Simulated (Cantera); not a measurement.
A freely propagating, adiabatic, planar premixed flame of 26.1 % H2, 13.3 % O2, 50.1 % N2, 10.4 % H2O, equivalence ratio 0.98, unburnt at 300 K and 82.5 Torr; mixture-averaged transport, grid criteria slope 0.08 and curve 0.16, no radiation.

Cantera simulation using the H2/O2 subset of GRI-Mech 3.0, which has no nitrogen chemistry; the numbers are that mechanism's predictions, not measurements. Burning velocities carry a grid error of a few per cent, more on coarse grids.

Predict: laminar burning velocity; thermal thickness; peak x(H); peak x(O); peak x(OH).


```
Quantity                    Result
------------------------  --------
laminar burning velocity  160 cm/s
thermal thickness          5.58 mm
peak x(H)                   0.0502
peak x(O)                  0.00795
peak x(OH)                  0.0111
```
